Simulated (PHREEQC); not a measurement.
Consider water at 25 °C and 50 atm with 0.15 mmol/kgw H4SiO4. Closed to the air; pH follows from the charge balance.

The numbers come from PHREEQC with the ion-association model, phreeqc.dat.

| Item | Result |
|---|---|
| pH | 6.74 |
| ionic strength | 1.84e-7 mol/kgw |

```json
[
 {"species": "H4SiO4", "molality": "0.000150", "activity": "0.000150", "log γ": "0.000"},
 {"species": "H+", "molality": "1.84e-7", "activity": "1.84e-7", "log γ": "0.000"},
 {"species": "H3SiO4-", "molality": "1.26e-7", "activity": "1.26e-7", "log γ": "0.000"},
 {"species": "OH-", "molality": "5.76e-8", "activity": "5.76e-8", "log γ": "0.000"}
]
```

Precipitation was switched off in this run. Saturation is exceeded, for instance for Quartz (slow to form); the values hold only as long as no solid forms. Under pressure, the constants of complexes without a molar volume in the database are unreliable.
